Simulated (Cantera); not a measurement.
A perfectly stirred reactor is fed with 3.26 % CH4, 1.30 % C2H6, 19.8 % O2, 74.4 % N2, 1.27 % H2, equivalence ratio 0.59, at 0.260 bar; it is adiabatic with a 675 K inlet, and is followed from long to short residence time, starting on the burning branch (τ in s: 0.36, 0.13, 0.047, 0.017, 0.006, 0.0022, 0.00078, 0.00028, 0.0001, 3.6e-05, 1.3e-05, 4.7e-06).

Computed with Cantera and GRI-Mech 3.0 (53 species, 325 reactions).

x: mole fraction; the columns are a selection and need not sum to one.

| τ (s) | T (K) | x CH4 | x C2H6 | x O2 | x H2O2 | x CH3 | x H |
|---|---|---|---|---|---|---|---|
| 0.36 | 1951 | 1.90e-6 | 1.46e-7 | 0.0801 | 3.19e-8 | 6.80e-7 | 0.000115 |
| 0.13 | 1937 | 3.74e-6 | 3.21e-7 | 0.0801 | 4.01e-8 | 1.24e-6 | 0.000260 |
| 0.047 | 1912 | 7.26e-6 | 6.79e-7 | 0.0803 | 5.51e-8 | 2.23e-6 | 0.000611 |
| 0.017 | 1874 | 1.45e-5 | 1.42e-6 | 0.0806 | 7.89e-8 | 4.11e-6 | 0.00136 |
| 0.0060 | 1820 | 3.12e-5 | 3.12e-6 | 0.0814 | 1.17e-7 | 8.10e-6 | 0.00280 |
| 0.0022 | 1753 | 7.18e-5 | 7.17e-6 | 0.0828 | 1.75e-7 | 1.67e-5 | 0.00487 |
| 0.00078 | 1673 | … | … | 0.0859 | … | … | 0.00701 |
| 0.00028 | 1583 | 0.000744 | 7.24e-5 | 0.0942 | 4.07e-7 | 0.000131 | 0.00693 |
| 0.00010 | 675 | 0.0326 | 0.0130 | 0.198 | <1e-12 | <1e-12 | <1e-12 |
| 3.6e-5 | 675 | 0.0326 | 0.0130 | 0.198 | <1e-12 | <1e-12 | <1e-12 |
| 1.3e-5 | 675 | 0.0326 | 0.0130 | 0.198 | <1e-12 | <1e-12 | <1e-12 |
| 4.7e-6 | 675 | 0.0326 | 0.0130 | 0.198 | <1e-12 | <1e-12 | <1e-12 |

Question: Some entries are withheld; supply them.

Answer: 
- 0.00078, x CH4: 0.000198
- 0.00078, x C2H6: 1.95e-5
- 0.00078, x H2O2: 2.68e-7
- 0.00078, x CH3: 4.03e-5
